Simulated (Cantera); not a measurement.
# HMDSO + O₃ + H₂ (silicon oxide and oxynitride deposition)

Input: 1 mol HMDSO, 0.89 mol O₃, 13 mol H₂, equilibrated at 0.120 bar.

Method: chemical equilibrium by Gibbs-energy minimisation in Cantera with the NASA 1993 tables (ideal gas, pure condensed phases). Candidate condensed phases: C, C₆H₆, C₇H₈, C₈H₁₈, H₂O, Si, SiC, SiO₂; 123 gas species. The feed counts by its element totals alone. Mutual solubility and eutectic melting of coexisting phases are not modelled. The tables hold silica as quartz up to 1696 K and as liquid above; real silica turns to tridymite and cristobalite and melts near 1996 K. Rates play no part.

From 550 K to 650 K the condensed part is SiC(s) + SiO₂(α-quartz). At 750 K the condensed part is C(graphite) + SiC(s) + SiO₂(α-quartz). From 850 K to 1450 K the condensed part is C(graphite) + SiC(s) + SiO₂(β-quartz). From 1550 K to 1650 K the condensed part is C(graphite) + SiC(s).

```tsv
T (K)	log p H₂	log p CH₄	log p CO	log p SiO	log p H	n SiC(s)	n SiO₂(α-quartz)	n C(graphite)	n SiO₂(β-quartz)
550	-1.12	-1.36	<-12	<-12	<-12	0.165	1.83	0	0
650	-1.12	-1.36	<-12	<-12	<-12	0.165	1.83	0	0
750	-1.03	-1.56	-12.22	<-12	<-12	0.165	1.83	1.75	0
850	-0.95	-2.11	-9.71	<-12	-11.16	0.165	0	4.49	1.83
950	-0.93	-2.63	-7.74	-12.04	-9.72	0.165	0	5.42	1.83
1050	-0.92	-3.09	-6.15	-10.03	-8.55	0.165	0	5.69	1.83
1150	-0.92	-3.47	-4.84	-8.38	-7.59	0.166	0	5.77	1.83
1250	-0.92	-3.80	-3.74	-6.99	-6.78	0.182	0	5.76	1.82
1350	-0.93	-4.09	-2.81	-5.82	-6.09	0.310	0	5.39	1.69
1450	-0.96	-4.40	-2.01	-4.81	-5.50	1.15	0	2.87	0.848
1550	-0.99	-4.67	-1.77	-4.39	-5.00	1.99	0	0.343	0
1650	-0.99	-4.85	-1.77	-4.23	-4.54	1.99	0	0.351	0
```
log p: log10 of the partial pressure in bar; n: condensed amount in mol.
